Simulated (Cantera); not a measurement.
An adiabatic, constant-pressure homogeneous reactor starts with 21.9 % H₂, 16.4 % O₂, 61.7 % N₂, at 1050 K and 10.0 bar.

Computed with Cantera and the H2/O2 subset of GRI-Mech 3.0, which has no nitrogen chemistry. The hydrogen kinetics of GRI-Mech 3.0 are dated; newer H2 mechanisms differ, most at raised pressure.

Question: Predict: time of steepest temperature rise; temperature at 10.0 s; equilibrium temperature; x(H₂) at 10.0 s; x(O₂) at 10.0 s; x(H₂O₂) at 10.0 s; x(O) at 10.0 s; x(OH) at 10.0 s; x(HO₂) at 10.0 s.

Answer: 
```json
{
  "time_of_steepest_temperature_rise": "3.30 ms",
  "temperature at 10.0 s": "2547 K",
  "equilibrium_temperature": "2547 K",
  "x(H₂) at 10.0 s": "0.00233 (gas-phase equilibrium 0.00233)",
  "x(O₂) at 10.0 s": "0.0583 (gas-phase equilibrium 0.0583)",
  "x(H₂O₂) at 10.0 s": "1.41e-6 (gas-phase equilibrium 1.41e-6)",
  "x(O) at 10.0 s": "0.00140 (gas-phase equilibrium 0.00140)",
  "x(OH) at 10.0 s": "0.0105 (gas-phase equilibrium 0.0105)",
  "x(HO₂) at 10.0 s": "1.69e-5 (gas-phase equilibrium 1.69e-5)"
}
```
